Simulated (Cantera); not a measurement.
Charge: 1 mol Si₂H₆, a varied amount of H₂O, at 1000 K and 0.00120 bar.

Equilibrium computed with Cantera from the NASA thermochemical tables; the gas is ideal and each condensed phase is pure. Candidate condensed phases: H₂O, Si, SiO₂; 18 gas species. The feed counts by its element totals alone. Kinetics and transport are ignored.

x: gas mole fraction; n: condensed amount in mol.

| n(H₂O) (mol) | x H₂ | x H₂O | x SiO | x H | n Si(s) | n SiO₂(β-quartz) |
|---|---|---|---|---|---|---|
| 1.3 | 1.000 | 9.74e-10 | 4.34e-7 | 6.55e-8 | 1.35 | 0.650 |
| 2.3 | 1.000 | 9.74e-10 | 4.34e-7 | 6.55e-8 | 0.850 | 1.15 |
| 3.3 | 1.000 | 9.74e-10 | 4.34e-7 | 6.55e-8 | 0.350 | 1.65 |
| 4.2 | 0.972 | 0.0278 | <1e-12 | 6.46e-8 | 0 | 2.00 |
| 5.2 | ___ | ___ | <1e-12 | 6.05e-8 | 0 | 2.00 |
| 6.1 | ___ | ___ | <1e-12 | 5.75e-8 | 0 | 2.00 |
| 7.1 | 0.693 | 0.307 | <1e-12 | 5.45e-8 | 0 | 2.00 |

### Question
Complete the blanks.

### Answer

- 6.1, x H₂: 0.769
- 6.1, x H₂O: 0.231
- 5.2, x H₂: 0.854
- 5.2, x H₂O: 0.146
